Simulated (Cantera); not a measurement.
A perfectly stirred reactor is fed with CH4 : H2 : O2 : N2 = 1 : 0.039 : 1.19 : 4.47 (molar parts), at 100000 Pa; it is adiabatic with a 600 K inlet, and is followed from long to short residence time, starting on the burning branch (τ in s: 0.027, 0.0089, 0.003, 0.001, 0.00033, 0.00011, 3.8e-05, 1.3e-05, 4.2e-06).

Detailed kinetics in Cantera: GRI-Mech 3.0 (53 species, 325 reactions).

**Question.** Predict: blow-out, bracketed by the residence times tried; x(CH4) at τ = 27.0 ms; x(H2) at τ = 27.0 ms; x(O2) at τ = 27.0 ms; x(NO) at τ = 27.0 ms; x(C2H4) at τ = 27.0 ms; x(CH4) at τ = 0.330 ms; x(H2) at τ = 0.330 ms; x(O2) at τ = 0.330 ms.

**Answer.** 
| Item | Result |
|---|---|
| blow-out, bracketed by the residence times tried | burning at 1.00 ms, out at 0.330 ms |
| x(CH4) at τ = 27.0 ms | 0.00286 |
| x(H2) at τ = 27.0 ms | 0.104 |
| x(O2) at τ = 27.0 ms | 0.000511 |
| x(NO) at τ = 27.0 ms | 5.07e-5 |
| x(C2H4) at τ = 27.0 ms | 2.58e-5 |
| x(CH4) at τ = 0.330 ms | 0.149 |
| x(H2) at τ = 0.330 ms | 0.00582 |
| x(O2) at τ = 0.330 ms | 0.178 |
